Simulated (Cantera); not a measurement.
A freely propagating, adiabatic, planar premixed flame of H₂ : O₂ : N₂ = 1 : 0.505 : 1.9 (molar parts), unburnt at 425 K and 1.40 bar; mixture-averaged transport, grid criteria slope 0.08 and curve 0.16, no radiation.

Computed with Cantera and the H2/O2 subset of GRI-Mech 3.0, which has no nitrogen chemistry. Burning velocities carry a grid error of a few per cent, more on coarse grids.

### Question
What does this change do: inlet temperature 425 to 648 K?

### Answer
```
quantity                    before     after
------------------------  --------  --------
laminar burning velocity  402 cm/s  869 cm/s
thermal thickness         0.260 mm  0.316 mm
peak x(HO₂)               0.000533  0.000344
peak x(H)                   0.0436    0.0568
peak x(O)                   0.0106    0.0138
peak x(H₂O₂)               7.36e-5   1.50e-5
```
